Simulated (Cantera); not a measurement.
Charge: 1 mol SiF4, 4.1 mol H2O, 8.9 mol H2, at 1300 °C and 1.00 bar.

These are equilibrium values from Cantera (NASA tables, ideal gas, pure condensed phases), not measurements of a reactor. Candidate condensed phases: H2O, Si, SiO2; 38 gas species. The tables' values for SiF3 are old estimates; treat these amounts as uncertain. The tables hold silica as quartz up to 1696 K and as liquid above; real silica turns to tridymite and cristobalite and melts near 1996 K. Gases not in the tables: Si(OH)4. Equilibrium is a limit: real reactors are often held back by kinetics, nucleation or transport.

Base state: H2 0.597, HF 0.244, H2O 0.153, SiF4 0.00592, H 3.15e-5, SiF3 1.53e-5, SiHF3 1.17e-5 (mole fractions); condensed: SiO2(β-quartz).

Q: What changes in the equilibrium state with this change: temperature from 1300 °C to 1725 °C?

A: 
```csv
species,before,after
H2,0.597,0.593
HF,0.244,0.261
H2O,0.153,0.143
SiF4,0.00592,0.00131
SiO,5.02e-8,0.000289
OH,2.91e-7,2.97e-5
H,3.15e-5,0.00123
"SiO2(β-quartz), mol",0.911,0
"SiO2(l), mol",0,0.973
```

Q: What changes in the equilibrium state with this change: H2O from 4.1 to 0.58 mol?

A: 
```
species               before     after
-------------------  -------  --------
H2                     0.597     0.828
HF                     0.244    0.0954
SiF4                 0.00592    0.0685
H2O                    0.153   0.00683
SiHF3                1.17e-5  0.000482
SiF3                 1.53e-5  0.000535
H                    3.15e-5   3.71e-5
SiO2(β-quartz), mol    0.911     0.253
```
